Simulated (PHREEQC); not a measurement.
A column of 0.2 m (40 cells, dispersivity 0.01 m, 300 s a shift, diffusion coefficient 3e-10 m²/s) holds 0.007 eq of the database's cation exchanger X per kg of pore water, first in equilibrium with 0.0062 mol KBr, 0.046 mol MgCl2 and 1e-05 mol HCl per kg of water. It is flushed with 0.0036 mol ZnCl2, 0.004 mol CdCl2 and 1e-05 mol HCl per kg of water, at 15 °C. Values are for the last cell. The system is closed to CO2. Precipitation was switched off in this run.

The numbers come from PHREEQC with the ion-association model, phreeqc.dat.

```tsv
pore volumes	Cd in solution (mol/kgw)	Zn in solution (mol/kgw)	Br in solution (mol/kgw)	K in solution (mol/kgw)
0	0	0	0.00620	0.00620
0.2125	…	3.02e-12	0.00620	0.00620
0.3125	1.47e-7	3.47e-8	0.00620	0.00620
0.4125	7.00e-6	2.27e-6	0.00618	0.00619
0.6125	0.000215	9.28e-5	0.00574	0.00585
0.8125	0.000833	0.000405	…	0.00468
0.9125	0.00118	…	…	0.00391
1.012	0.00148	0.000775	0.00262	0.00315
1.212	0.00192	0.00109	0.00136	0.00190
1.413	0.00227	0.00141	0.000633	0.00108
1.512	0.00247	0.00161	0.000420	0.000801
1.613	0.00268	0.00183	0.000274	0.000589
1.812	0.00310	0.00230	0.000113	0.000308
2.013	0.00346	…	4.50e-5	0.000155
2.112	0.00360	0.00291	2.81e-5	0.000109
2.212	0.00371	0.00306	1.75e-5	…
2.413	0.00385	0.00328	…	…
2.612	0.00393	0.00342	2.50e-6	1.68e-5
2.712	0.00395	0.00347	1.53e-6	1.14e-5
2.812	0.00397	0.00350	9.31e-7	7.72e-6
3.013	0.00399	0.00355	3.44e-7	3.51e-6
```

Q: Complete the blanks.

A: 
- 0.2125, Cd in solution (mol/kgw): 2.57e-11
- 0.8125, Br in solution (mol/kgw): 0.00432
- 0.9125, Zn in solution (mol/kgw): 0.000595
- 0.9125, Br in solution (mol/kgw): 0.00344
- 2.013, Zn in solution (mol/kgw): 0.00273
- 2.212, K in solution (mol/kgw): 7.57e-5
- 2.413, Br in solution (mol/kgw): 6.66e-6
- 2.413, K in solution (mol/kgw): 3.60e-5

Complexes and solids missing from the database can't appear.
